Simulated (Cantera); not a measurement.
An isothermal, constant-pressure homogeneous reactor starts with CH₄ : N₂ = 1 : 4.8 (molar parts), at 1475 K and 0.197 atm.

Detailed kinetics in Cantera: GRI-Mech 3.0 (53 species, 325 reactions). GRI-Mech 3.0 stops at C3 and has no aromatics, soot or wall deposition, so with more carbon than oxygen in the feed, carbon stays in small species such as C2H2 where larger ones or solid carbon would form.

Task: Predict: x(CH₄) at 60.0 s; x(C₂H₄) at 60.0 s; x(CH₃) at 60.0 s; x(C₂H) at 60.0 s; x(C₂H₂) at 60.0 s; x(HCN) at 60.0 s.

Result: x(CH₄) at 60.0 s: 0.00670 (gas-phase equilibrium 0.00412)
x(C₂H₄) at 60.0 s: 0.00107 (gas-phase equilibrium 0.000538)
x(CH₃) at 60.0 s: 8.46e-6 (gas-phase equilibrium 5.24e-6)
x(C₂H) at 60.0 s: 7.01e-9 (gas-phase equilibrium 3.49e-9)
x(C₂H₂) at 60.0 s: 0.0697 (gas-phase equilibrium 0.0345)
x(HCN) at 60.0 s: 3.25e-8 (gas-phase equilibrium 0.0736)
